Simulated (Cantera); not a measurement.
Feed: 1 mol AlN, 3.7 mol O2, held at 1623 K and 0.210 bar.

Method: chemical equilibrium by Gibbs-energy minimisation in Cantera with the NASA 1993 tables (ideal gas, pure condensed phases). Candidate condensed phases: Al, AlN, Al2O3; 16 gas species. Rates play no part.

Base state: O2 0.854, N2 0.144, NO 0.00184, O 3.84e-5 (mole fractions); condensed: Al2O3(s).

Question: What changes in the equilibrium state with this change: O2 from 3.7 to 0.68 mol?

Answer: 
| species | before | after |
|---|---|---|
| N2 | 0.144 | 1.00 |
| O2 | 0.854 | <1e-9 |
| NO | 0.00184 | <1e-9 |
| O | 3.84e-5 | <1e-9 |
| Al2O3(s), mol | 0.500 | 0.453 |
| AlN(s), mol | 0 | 0.0933 |
Mutual solubility and eutectic melting of coexisting phases are not modelled.

Question: What changes in the equilibrium state with this change: temperature from 1623 K to 2100 K?

Answer: 
| species | before | after |
|---|---|---|
| O2 | 0.854 | 0.848 |
| N2 | 0.144 | 0.140 |
| NO | 0.00184 | 0.00845 |
| O | 3.84e-5 | 0.00279 |
| NO2 | 6.47e-6 | 1.15e-5 |
| Al2O3(s), mol | 0.500 | 0.500 |

Question: What changes in the equilibrium state with this change: temperature from 1623 K to 998.15 K?

Answer: 
```csv
species,before,after
O2,0.854,0.855
N2,0.144,0.145
NO,0.00184,2.65e-5
O,3.84e-5,<1e-9
"Al2O3(s), mol",0.500,0.500
```
